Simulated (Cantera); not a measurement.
A closed system holds: 1 mol Ta(OEt)₅, 8.3 mol CO₂, held at 2025 K and 750 Torr.

Equilibrium computed with Cantera from the NASA thermochemical tables; the gas is ideal and each condensed phase is pure. Candidate condensed phases: C, C₆H₆, C₇H₈, C₈H₁₈, H₂O, Ta, TaC, Ta₂O₅; 113 gas species. The feed counts by its element totals alone. Kinetics and transport are ignored.

Base state: CO 0.587, H₂ 0.385, H₂O 0.0196, CO₂ 0.00638, H 0.00119 (mole fractions); condensed: Ta₂O₅(s).

What changes in the equilibrium state with this change: temperature from 2025 K to 2150 K?


```tsv
species	before	after
CO	0.587	0.587
H₂	0.385	0.384
H₂O	0.0196	0.0200
H	0.00119	0.00261
CO₂	0.00638	0.00597
OH	6.34e-6	1.75e-5
Ta₂O₅(s), mol	0.500	0
Ta₂O₅(l), mol	0	0.500
```
